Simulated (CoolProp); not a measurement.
Vapour-liquid equilibrium of cyclohexane (1) + n-dodecane (2) at 172.45 °C; x and y are mole fractions of (1).

The numbers come from the multi-fluid Helmholtz-energy mixture model, Zhou 2014 and Lemmon 2004; pair parameters Bell 2016 in CoolProp.

```
x     bubble pressure (MPa)  y at the bubble point  dew pressure at overall composition x (MPa)  liquid density (mol/L)
----  ---------------------  ---------------------  -------------------------------------------  ----------------------
0.05                0.05927                  0.486                                      0.03297                   3.815
0.2                  0.1515                  0.822                                          ___                   4.150
0.35                 0.2573                  0.910                                          ___                   4.540
0.5                     ___                  0.951                                      0.06080                   4.999
0.65                    ___                  0.973                                      0.08438                   5.546
0.8                  0.6484                  0.987                                          ___                   6.205
0.95                 0.7961                    ___                                       0.3738                   7.010
```

Q: Some entries are withheld; supply them.

A: 
- 0.2, dew pressure at overall composition x (MPa): 0.03893
- 0.35, dew pressure at overall composition x (MPa): 0.04749
- 0.5, bubble pressure (MPa): 0.3764
- 0.65, bubble pressure (MPa): 0.5075
- 0.8, dew pressure at overall composition x (MPa): 0.1376
- 0.95, y at the bubble point: 0.997

No azeotrope shows between x = 0.05 and 0.95.

Pair parameters are fitted to limited data, so mixtures are less certain than the pure fluids.
